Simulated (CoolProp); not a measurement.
Vapour-liquid equilibrium of carbon dioxide (1) + 1-butene (2) at 235.2 K; x and y are mole fractions of (1).

Values from CoolProp's multi-fluid Helmholtz-energy mixture model, Span 1996 and Lemmon 2005; pair parameters Bell 2016.

```tsv
x	bubble pressure (bar)	y at the bubble point	dew pressure at overall composition x (bar)	liquid density (mol/L)
0.05	0.9599	0.753	0.2559	12.13
0.125	2.087	0.891	0.2777	12.70
0.2	3.204	0.932	0.3036	13.31
0.275	4.249	0.952	0.3347	13.96
0.35	5.181	0.962	0.3728	14.67
0.425	5.989	0.969	0.4207	15.44
0.5	6.682	0.974	0.4826	16.28
0.575	7.285	0.978	0.5660	17.21
0.65	7.833	0.981	0.6842	18.23
0.725	8.366	0.984	0.8648	19.38
0.8	8.924	0.988	1.175	20.67
0.875	9.547	0.991	1.833	22.16
0.95	10.27	0.996	4.139	23.87
```

No azeotrope shows between x = 0.05 and 0.95.

Pair parameters are fitted to limited data, so mixtures are less certain than the pure fluids.
